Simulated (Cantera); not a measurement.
A perfectly stirred reactor is fed with 14.5 % CH3OH, 14.5 % O2, 71.0 % N2, equivalence ratio 1.5, at 101000 Pa; it is adiabatic with a 325 K inlet, and is followed from long to short residence time, starting on the burning branch (τ in s: 0.1, 0.046, 0.021, 0.0091, 0.0041, 0.0018, 0.0008, 0.00036, 0.00016, 7e-05, 3.1e-05).

Model: GRI-Mech 3.0 (53 species, 325 reactions), integrated in Cantera. GRI-Mech 3.0 was tuned for natural gas; its chemistry of methanol as a main component is partial and can be far from experiment.

x: mole fraction; the columns are a selection and need not sum to one.

```
τ (s)    T (K)   x CH3OH      x O2  x CH2CO     x CH4    x C2H4     x CH3
-------  -----  --------  --------  -------  --------  --------  --------
0.10      1775   2.43e-6   8.06e-5  1.15e-8   4.69e-6  8.15e-10   2.23e-6
0.046     1769   3.92e-6  0.000134  1.81e-8   6.85e-6   2.03e-9   3.93e-6
0.021     1761       [?]       [?]      [?]       [?]       [?]       [?]
0.0091    1751   1.18e-5  0.000402  5.05e-8   1.84e-5   1.66e-8   1.36e-5
0.0041    1740       [?]       [?]      [?]       [?]       [?]       [?]
0.0018    1725   4.49e-5   0.00136  1.97e-7   6.56e-5   1.89e-7   5.13e-5
0.00080   1703   9.98e-5   0.00279  4.98e-7  0.000137   7.46e-7  0.000102
0.00036   1652  0.000279   0.00694  1.74e-6  0.000331   3.47e-6  0.000197
0.00016    325     0.145     0.145   <1e-12    <1e-12    <1e-12    <1e-12
7.0e-5     325     0.145     0.145   <1e-12    <1e-12    <1e-12    <1e-12
3.1e-5     325     0.145     0.145   <1e-12    <1e-12    <1e-12    <1e-12
```

Complete the blanks.


- 0.021, x CH3OH: 6.55e-6
- 0.021, x O2: 0.000226
- 0.021, x CH2CO: 2.91e-8
- 0.021, x CH4: 1.07e-5
- 0.021, x C2H4: 5.41e-9
- 0.021, x CH3: 7.09e-6
- 0.0041, x CH3OH: 2.20e-5
- 0.0041, x O2: 0.000714
- 0.0041, x CH2CO: 9.24e-8
- 0.0041, x CH4: 3.32e-5
- 0.0041, x C2H4: 5.23e-8
- 0.0041, x CH3: 2.58e-5
